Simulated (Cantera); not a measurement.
Feed: 1 mol Si, a varied amount of NF3, 0.81 mol N2, 14 mol HF, at 823.15 K and 13.0 mbar.

Equilibrium computed with Cantera from the NASA thermochemical tables; the gas is ideal and each condensed phase is pure. Candidate condensed phases: Si, Si3N4; 37 gas species. Equilibrium is a limit: real reactors are often held back by kinetics, nucleation or transport.

x: gas mole fraction; nothing condenses.

```csv
n(NF3) (mol),x HF,x F2,x N2,x H2,x SiF4,x F,x NF3
0.53,0.779,<1e-12,0.0723,0.0810,0.0672,<1e-12,<1e-12
0.63,0.789,<1e-12,0.0747,0.0700,0.0664,<1e-12,<1e-12
0.75,0.800,<1e-12,0.0774,0.0572,0.0653,<1e-12,<1e-12
0.88,0.812,<1e-12,0.0803,0.0437,0.0642,<1e-12,<1e-12
1,0.822,<1e-12,0.0829,0.0316,0.0633,<1e-12,<1e-12
1.2,0.839,<1e-12,0.0870,0.0123,0.0617,<1e-12,<1e-12
1.5,0.829,0.00967,0.0923,<1e-12,0.0592,0.0101,4.38e-5
1.7,0.807,___,0.0956,<1e-12,0.0577,___,___
2.1,0.769,0.0507,0.102,<1e-12,0.0549,0.0232,0.000553
2.4,0.743,___,0.106,<1e-12,0.0531,___,___
2.9,0.703,0.0994,0.113,<1e-12,0.0502,0.0325,0.00160
3.4,0.668,0.126,0.119,<1e-12,0.0477,0.0366,0.00234
4,0.631,0.155,0.125,<1e-12,0.0451,0.0406,0.00328
```

What belongs in the gaps?


- 2.4, x F2: 0.0699
- 2.4, x F: 0.0272
- 2.4, x NF3: 0.000914
- 1.7, x F2: 0.0235
- 1.7, x F: 0.0158
- 1.7, x NF3: 0.000170
